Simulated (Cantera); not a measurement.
Gas activation for diamond growth

An isothermal, constant-pressure homogeneous reactor starts with 0.424 % CH₄, 58.9 % H₂, 40.7 % H, at 3000 K and 30.8 Torr.

Cantera simulation using GRI-Mech 3.0 (53 species, 325 reactions); the numbers are that mechanism's predictions, not measurements. GRI-Mech 3.0 stops at C3 and has no aromatics, soot or wall deposition, so with more carbon than oxygen in the feed, carbon stays in small species such as C2H2 where larger ones or solid carbon would form. Radical loss at walls, strong at low pressure, is not modelled.

| t (s) | x CH₄ | x H₂ | x H | x CH₂ | x C₂H₆ |
|---|---|---|---|---|---|
| 2.00e-5 | 1.53e-5 | 0.604 | 0.392 | 0.000188 | 1.80e-11 |
| 5.11e-5 | 1.23e-5 | 0.603 | 0.393 | 0.000159 | 1.18e-11 |
| 0.000130 | 8.79e-6 | 0.602 | 0.395 | 0.000113 | 6.01e-12 |
| 0.000333 | 5.06e-6 | 0.599 | 0.398 | 6.57e-5 | 2.00e-12 |
| 0.000850 | 2.40e-6 | 0.596 | 0.402 | 3.19e-5 | <1e-12 |
| 0.00217 | 1.03e-6 | 0.588 | 0.409 | 1.45e-5 | <1e-12 |
| 0.00554 | 4.95e-7 | 0.572 | 0.425 | 7.91e-6 | <1e-12 |
| 0.0141 | 3.16e-7 | 0.541 | 0.457 | 6.50e-6 | <1e-12 |
| 0.0361 | 2.10e-7 | 0.497 | 0.501 | 6.16e-6 | <1e-12 |
| 0.0922 | 1.61e-7 | 0.467 | 0.531 | 5.96e-6 | <1e-12 |
| 0.235 | 1.55e-7 | 0.463 | 0.535 | 5.93e-6 | <1e-12 |
| 0.601 | 1.55e-7 | 0.463 | 0.535 | 5.93e-6 | <1e-12 |
| 1.53 | 1.55e-7 | 0.463 | 0.535 | 5.93e-6 | <1e-12 |
| 3.92 | 1.55e-7 | 0.463 | 0.535 | 5.93e-6 | <1e-12 |
| 10.0 | 1.55e-7 | 0.463 | 0.535 | 5.93e-6 | <1e-12 |
x: mole fraction; the columns are a selection and need not sum to one.

Equilibrium at this temperature and pressure: CH₄ 1.55e-7, H₂ 0.463, H 0.535, CH₂ 5.95e-6, C₂H₆ <1e-12 (gas phase only).
